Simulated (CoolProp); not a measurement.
The fluid at 355.61 K and 0.95 MPa expands adiabatically to 0.0822 MPa with isentropic efficiency 0.85. The same conditions are run with several fluids, on thermodynamics alone (safety and materials aside).

Computed with CoolProp (reference Helmholtz-energy equation of state of each fluid (R22: Kamei 1995; R125: Lemmon 2005; nitrous oxide: Lemmon 2006; hydrogen sulfide: Lemmon 2006)).

| fluid | work (kJ/kg) | final temperature (K) | final density (kg/m³) |
|---|---|---|---|
| R22 | (withheld) | 258.4 | (withheld) |
| R125 | 44.2 | 294.9 | 4.08 |
| nitrous oxide | 106 | 227.7 | 1.93 |
| hydrogen sulfide | 131 | (withheld) | 1.59 |

Question: Complete the blanks.

Answer: 
- R22, work (kJ/kg): 56.5
- R22, final density (kg/m³): 3.37
- hydrogen sulfide, final temperature (K): 215.6
